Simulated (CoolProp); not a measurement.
Vapour-liquid equilibrium of CH2F2 (R32) (1) + R236FA (2) at 260.5 K; x and y are mole fractions of (1).

The numbers come from the multi-fluid Helmholtz-energy mixture model, Tillner-Roth 1997 and Pan 2012; pair parameters Bell 2016 in CoolProp.

Task: Give the bubble pressure and the first vapour's composition at x = 0.2, 0.5, 0.8. Is there an azeotrope?

Result: x = 0.2: 0.1543 MPa, y = 0.662; x = 0.5: 0.2953 MPa, y = 0.880; x = 0.8: 0.4334 MPa, y = 0.963. No azeotrope shows between x = 0.05 and 0.95.

Pair parameters are fitted to limited data, so mixtures are less certain than the pure fluids.
